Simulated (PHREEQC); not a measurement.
A solution holds 0.0046 mol/kgw CuSO4, 0.0005 mol/kgw HNO3 and 0.018 mol/kgw Na2SO4, at 20 °C. Closed to the air; pH follows from the charge balance.

Equilibrium calculation in PHREEQC: ion-association model, wateq4f.dat.

This is a speciation only: nothing precipitates in the calculation.

What pH, ionic strength does the model give?

pH 3.62; ionic strength 0.0619 mol/kgw.

In which forms is S present?

SO4-2 84 %, CuSO4 8.7 %, NaSO4- 6.1 %, HSO4- 1.0 % of the S.
